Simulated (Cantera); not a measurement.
Input: 1 mol CH₂F₂, 0.82 mol F₂, 6.7 mol H₂, 0.097 mol HCl, equilibrated at 0.640 bar.

Equilibrium computed with Cantera from the NASA thermochemical tables; the gas is ideal and each condensed phase is pure. Candidate condensed phases: C, C₆H₆, C₇H₈, C₈H₁₈; 118 gas species. Rates play no part.

Task: What share of the C ends up in condensed phases as a function of T (K), at 1698, 1848, 1998, 2148, 2298, 2448, 2598, 2748, 2898, 3048, 3198?

Result: 
| T (K) | C condensed (%) | as |
|---|---|---|
| 1698 | 99.7 | C(graphite) |
| 1848 | 99.5 | C(graphite) |
| 1998 | 99.0 | C(graphite) |
| 2148 | 97.7 | C(graphite) |
| 2298 | 94.9 | C(graphite) |
| 2448 | 89.9 | C(graphite) |
| 2598 | 81.5 | C(graphite) |
| 2748 | 68.4 | C(graphite) |
| 2898 | 49.0 | C(graphite) |
| 3048 | 20.6 | C(graphite) |
| 3198 | 0.0 | - |
